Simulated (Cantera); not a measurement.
**Low-pressure radical oxidation in H2/O2**

A perfectly stirred reactor is fed with H2 : O2 : N2 = 0.14 : 1 : 0.18 (molar parts), at 21.8 Torr; it is held at 1375 K, and followed from long to short residence time.

Model: GRI-Mech 3.0 (53 species, 325 reactions), integrated in Cantera. Radical loss at walls, strong at low pressure, is not modelled. The temperature is held fixed by assumption; the heat of reaction is taken as removed at once.

```json
[
 {"τ (s)": "5.1", "x H2": "6.55e-5", "x O2": "0.743", "x NO": "1.96e-7", "x H2O2": "5.13e-8", "x NO2": "9.31e-11"},
 {"τ (s)": "2.1", "x H2": "0.000117", "x O2": "0.742", "x NO": "1.59e-7", "x H2O2": "7.04e-8", "x NO2": "6.07e-11"},
 {"τ (s)": "0.86", "x H2": "0.000208", "x O2": "0.741", "x NO": "1.46e-7", "x H2O2": "9.47e-8", "x NO2": "4.24e-11"},
 {"τ (s)": "0.36", "x H2": "0.000361", "x O2": "0.739", "x NO": "1.62e-7", "x H2O2": "1.24e-7", "x NO2": "3.43e-11"},
 {"τ (s)": "0.15", "x H2": "0.000622", "x O2": "0.736", "x NO": "2.12e-7", "x H2O2": "1.57e-7", "x NO2": "3.19e-11"},
 {"τ (s)": "0.060", "x H2": "0.00108", "x O2": "0.731", "x NO": "3.04e-7", "x H2O2": "1.94e-7", "x NO2": "3.17e-11"},
 {"τ (s)": "0.025", "x H2": "0.00176", "x O2": "0.724", "x NO": "4.14e-7", "x H2O2": "2.26e-7", "x NO2": "3.07e-11"},
 {"τ (s)": "0.010", "x H2": "0.00279", "x O2": "0.713", "x NO": "4.84e-7", "x H2O2": "2.52e-7", "x NO2": "2.62e-11"},
 {"τ (s)": "0.0041", "x H2": "0.00417", "x O2": "0.702", "x NO": "4.26e-7", "x H2O2": "2.68e-7", "x NO2": "1.81e-11"},
 {"τ (s)": "0.0017", "x H2": "0.00619", "x O2": "0.694", "x NO": "2.75e-7", "x H2O2": "2.86e-7", "x NO2": "9.80e-12"},
 {"τ (s)": "0.00070", "x H2": "0.00996", "x O2": "0.692", "x NO": "1.35e-7", "x H2O2": "3.17e-7", "x NO2": "4.12e-12"}
]
```
x: mole fraction; the columns are a selection and need not sum to one.
